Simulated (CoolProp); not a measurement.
Properties of R1336mzz(Z) along the isobar 0.101 MPa.

Model: reference Helmholtz-energy equation of state, McLinden 2020, in CoolProp.

```csv
T (K),phase,speed of sound (m/s),expansivity (1/kK)
340.3,gas,131.1,3.347
352.6,gas,133.9,3.171
364.8,gas,136.5,3.021
377.1,gas,139.1,2.887
389.4,gas,141.6,2.767
401.7,gas,144.1,2.660
414,gas,146.4,2.563
426.3,gas,148.8,2.474
438.6,gas,151.0,2.392
450.9,gas,153.3,2.317
463.1,gas,155.4,2.247
475.4,gas,157.6,2.182
487.7,gas,159.7,2.120
500,gas,161.8,2.063
```
